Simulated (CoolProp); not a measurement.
Vapour pressure (MPa) of octamethylcyclotetrasiloxane (D4): the reference equation beside estimates from Tc = 586.5 K, pc = 1.347 MPa, ω = 0.598.

Computed with CoolProp (reference Helmholtz-energy equation of state, Thol 2015).

```csv
T (K),reference,van der Waals,Redlich-Kwong
328.5,0.0009864,0.07775,0.01289
336.4,0.001535,0.08979,0.01691
344.3,0.002327,0.1031,0.02185
352.3,0.003458,0.1178,0.02792
360.2,0.004997,0.1337,0.03509
368.2,0.007103,0.1513,0.04370
376.1,0.009858,0.1700,0.05367
384.1,0.01349,0.1906,0.06540
392,0.01809,0.2124,0.07875
400,0.02397,0.2362,0.09420
407.9,0.03120,0.2613,0.1115
415.8,0.04009,0.2881,0.1310
423.8,0.05103,0.3169,0.1532
431.7,0.06404,0.3473,0.1775
```

Absolute difference from the reference over all 14 rows, mean and median: van der Waals 2356.5 and 1468.7 %, Redlich-Kwong 513.7 and 414.6 %.
